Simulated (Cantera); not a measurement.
Pb + H2 + N2 + O2 (iron carbonyl, mercury and lead vapours)

A closed system holds: 1 mol Pb, 0.33 mol H2, 1.2 mol N2, a varied amount of O2, at 723 K and 1 atm.

These are equilibrium values from Cantera (NASA tables, ideal gas, pure condensed phases), not measurements of a reactor. Candidate condensed phases: H2O, Pb, PbO, PbO2, Pb3O4; 27 gas species. Kinetics and transport are ignored.

```tsv
n(O2) (mol)	x N2	x O2	x H2O	x H2	n Pb(l)	n PbO(red)
0.015	0.784	<1e-12	0.0196	0.195	1.00	0
0.023	0.784	<1e-12	0.0301	0.185	1.00	0
0.036	0.784	<1e-12	0.0471	0.168	1.00	0
0.057	0.784	<1e-12	0.0745	0.141	1.00	0
0.09	0.784	<1e-12	0.118	0.0978	1.00	0
0.14	0.784	<1e-12	0.183	0.0326	1.00	0
0.22	0.784	<1e-12	0.216	8.99e-6	0.890	0.110
0.35	0.784	<1e-12	0.216	8.99e-6	0.630	0.370
0.55	0.784	<1e-12	0.216	8.99e-6	0.230	0.770
0.87	0.692	0.118	0.190	<1e-12	0	1.00
1.4	0.530	0.325	0.146	<1e-12	0	1.00
```
x: gas mole fraction; n: condensed amount in mol.

From 0.015 mol O2 to 0.14 mol O2 the condensed part is Pb(l). From 0.22 mol O2 to 0.55 mol O2 the condensed part is Pb(l) + PbO(red). From 0.87 mol O2 to 1.4 mol O2 the condensed part is PbO(red).
